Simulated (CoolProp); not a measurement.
Vapour-liquid equilibrium of C3F8 (R218) (1) + c-C4F8 (RC318) (2) at 0.191 MPa; x and y are mole fractions of (1).

Values from CoolProp's multi-fluid Helmholtz-energy mixture model, Lemmon 2006 and Platzer 1990; pair parameters Bell 2016. This equation is an older, rougher fit; its heat capacities, sound speeds and derivatives of the liquid may be far off and weren't checked against measurements.

Question: Give the bubble temperature and the first vapour's composition at x = 0.275, 0.35, 0.5. Is there an azeotrope?

Answer: x = 0.275: 276.7 K, y = 0.458; x = 0.35: 273.8 K, y = 0.575; x = 0.5: 267.8 K, y = 0.760. No azeotrope shows between x = 0.05 and 0.95.

Pair parameters are fitted to limited data, so mixtures are less certain than the pure fluids.
